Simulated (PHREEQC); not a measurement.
Consider water at 30 °C with 61 mmol/kgw CsOH. Closed to the air; pH follows from the charge balance.

The numbers come from PHREEQC with the ion-association model, wateq4f.dat.

This is a speciation only: nothing precipitates in the calculation.

Question: Predict the pH.

Answer: pH 12.53.
